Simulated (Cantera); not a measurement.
Source: NASA polynomial tables (part measured, part estimated), evaluated in Cantera. Values are per mole of reaction as written; species without (g) are pure solids or liquids, kept so even where they would boil at 1 bar.

C + O2(g) → CO2(g), with ΔH° = -393.5 kJ and ΔS° = 2.9 J/K at 300 K.

Question: How far is the shortcut ΔG° ≈ ΔH°(300 K) − T·ΔS°(300 K) from the full temperature-dependent value at 798, 998, 1198, 1398, 1598, 1798, 1998, 2198, 2398 K?

Answer: 
```csv
T (K),shortcut (kJ),full (kJ),difference (kJ),difference in log10 K
798,-395.8,-395.6,-0.3,0.02
998,-396.4,-395.9,-0.5,0.03
1198,-397.0,-396.1,-0.9,0.04
1398,-397.6,-396.2,-1.4,0.05
1598,-398.1,-396.3,-1.9,0.06
1798,-398.7,-396.3,-2.4,0.07
1998,-399.3,-396.3,-3.0,0.08
2198,-399.9,-396.2,-3.7,0.09
2398,-400.5,-396.1,-4.4,0.10
```
The shortcut ignores the heat-capacity change of the reaction.
